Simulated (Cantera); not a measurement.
Cantera run, input and output.

```python
import numpy as np
import cantera as ct

gas = ct.Solution("h2o2.yaml")
gas.TPX = 1098, 210, {'H2': 0.48, 'O2': 1, 'N2': 1.2}
reactor = ct.IdealGasConstPressureReactor(gas, energy="off", clone=False)
net = ct.ReactorNet([reactor])
net.rtol, net.atol = 1e-08, 1e-18
show = ['H2', 'O2', 'H2O', 'H', 'OH']
times = np.geomspace(3e-05, 6, 12)

steps = ct.SolutionArray(gas, extra=["t"])
rows = []
print(f"{'t/s':>10s}{'T/K':>9s}{'P/Pa':>11s}" + "".join(f"{s:>11s}" for s in show))
for t in times:
    while net.time < t:
        t_next = net.step()
        steps.append(gas.state, t=t_next)
    rows.append([np.interp(t, steps.t, y) for y in (steps.T, steps.P, *steps(*show).X.T)])
    print(f"{t:10.3e}{rows[-1][0]:9.1f}{rows[-1][1]:11.4g}" + "".join(f"{x:11.3e}" for x in rows[-1][2:]))
rate = np.gradient(steps.T, steps.t)
print("integrator steps:", len(steps.t))
if steps.T.max() > steps.T[0] + 200:
    print(f"time of steepest temperature rise: {steps.t[rate.argmax()]:.4e} s")
gas.TPX = 1098, 210, {'H2': 0.48, 'O2': 1, 'N2': 1.2}
gas.equilibrate("TP")
print(f"equilibrium (TP): T = {gas.T:.1f} K  " + "  ".join(f"{s} {gas[s].X[0]:.3e}" for s in show))
```

It prints:

```
       t/s      T/K       P/Pa         H2         O2        H2O          H         OH
 3.000e-05   1098.0        210  1.791e-01  3.731e-01  3.081e-14  3.472e-11  4.178e-13
 9.100e-05   1098.0        210  1.791e-01  3.731e-01  7.776e-13  1.035e-10  3.398e-12
 2.760e-04   1098.0        210  1.791e-01  3.731e-01  1.722e-11  3.087e-10  2.335e-11
 8.373e-04   1098.0        210  1.791e-01  3.731e-01  3.167e-10  1.055e-09  1.360e-10
 2.540e-03   1098.0        210  1.791e-01  3.731e-01  6.929e-09  7.408e-09  1.203e-09
 7.703e-03   1098.0        210  1.791e-01  3.731e-01  1.109e-06  8.233e-07  1.387e-07
 2.337e-02   1098.0        210  4.438e-02  3.097e-01  9.620e-02  7.087e-02  6.281e-03
 7.088e-02   1098.0        210  9.738e-03  2.885e-01  1.303e-01  7.611e-02  4.604e-03
 2.150e-01   1098.0        210  8.700e-03  2.925e-01  1.434e-01  5.885e-02  4.382e-03
 6.521e-01   1098.0        210  5.539e-03  3.008e-01  1.704e-01  2.555e-02  3.542e-03
 1.978e+00   1098.0        210  1.230e-03  3.090e-01  1.925e-01  2.387e-03  1.682e-03
 6.000e+00   1098.0        210  9.405e-05  3.112e-01  1.963e-01  4.943e-05  4.647e-04
integrator steps: 1469
equilibrium (TP): T = 1098.0 K  H2 9.710e-09  O2 3.115e-01  H2O 1.967e-01  H 5.353e-11  OH 4.775e-06
```

Cantera simulation using the H2/O2 subset of GRI-Mech 3.0, which has no nitrogen chemistry; the numbers are that mechanism's predictions, not measurements. Radical loss at walls, strong at low pressure, is not modelled. The temperature is held fixed by assumption; the heat of reaction is taken as removed at once.
